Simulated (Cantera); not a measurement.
An isothermal, constant-pressure homogeneous reactor starts with NO : N2 = 1 : 0.25 (molar parts), at 1998 K and 10.00 Torr. Integrator tolerance rtol = 1e-08.

Computed with Cantera and GRI-Mech 3.0 (53 species, 325 reactions). Radical loss at walls, strong at low pressure, is not modelled.

Task: What does this change do: pressure from 10.00 Torr to 20.0 Torr?

Result: 
```
quantity                                           before                                    after
----------------  ---------------------------------------  ---------------------------------------
x(NO) at 7.00 s     0.431 (gas-phase equilibrium 0.00908)    0.292 (gas-phase equilibrium 0.00910)
x(NO2) at 7.00 s  7.78e-5 (gas-phase equilibrium 2.48e-6)  8.92e-5 (gas-phase equilibrium 3.51e-6)
x(O) at 7.00 s    0.00258 (gas-phase equilibrium 0.00360)  0.00209 (gas-phase equilibrium 0.00255)
x(N2O) at 7.00 s  4.11e-5 (gas-phase equilibrium 5.12e-8)  2.10e-5 (gas-phase equilibrium 7.26e-8)
x(N2) at 7.00 s       0.384 (gas-phase equilibrium 0.594)      0.453 (gas-phase equilibrium 0.595)
x(O2) at 7.00 s       0.183 (gas-phase equilibrium 0.393)      0.252 (gas-phase equilibrium 0.394)
```
